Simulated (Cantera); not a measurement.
Charge: 1 mol Ti(OiPr)4, 1.3 mol C3H8, 44 mol H2, equilibrated at 1523 K and 10.0 mbar.

Method: chemical equilibrium by Gibbs-energy minimisation in Cantera with the NASA 1993 tables (ideal gas, pure condensed phases). Candidate condensed phases: C, C6H6, C7H8, C8H18, H2O, Ti, TiC, TiO, TiO2, Ti2O3, Ti3O5, Ti4O7; 113 gas species. The feed counts by its element totals alone. TiC: taken at fixed stoichiometry. Equilibrium is a limit: real reactors are often held back by kinetics, nucleation or transport.

Base state: H2 0.940, CO 0.0595, H 0.000224, CH4 2.04e-5, C2H2 (acetylene) 1.11e-5 (mole fractions); condensed: C(graphite) + TiC(s).

Problem. What changes in the equilibrium state with this change: temperature from 1523 K to 2125 K?

Solution. 
```json
[
 {"species": "H2", "before": "0.940", "after": "0.905"},
 {"species": "CO", "before": "0.0595", "after": "0.0585"},
 {"species": "H", "before": "0.000224", "after": "0.0346"},
 {"species": "C2H2 (acetylene)", "before": "1.11e-5", "after": "0.00152"},
 {"species": "CH4", "before": "2.04e-5", "after": "2.55e-6"},
 {"species": "C(graphite), mol", "before": "10.9", "after": "10.7"},
 {"species": "TiC(s), mol", "before": "1.00", "after": "1.000"}
]
```

Problem. What changes in the equilibrium state with this change: temperature from 1523 K to 2248 K?

Solution. 
```csv
species,before,after
H2,0.940,0.871
H,0.000224,0.0686
CO,0.0595,0.0575
C2H2 (acetylene),1.11e-5,0.00289
CH4,2.04e-5,1.80e-6
"C(graphite), mol",10.9,10.5
"TiC(s), mol",1.00,1.000
```
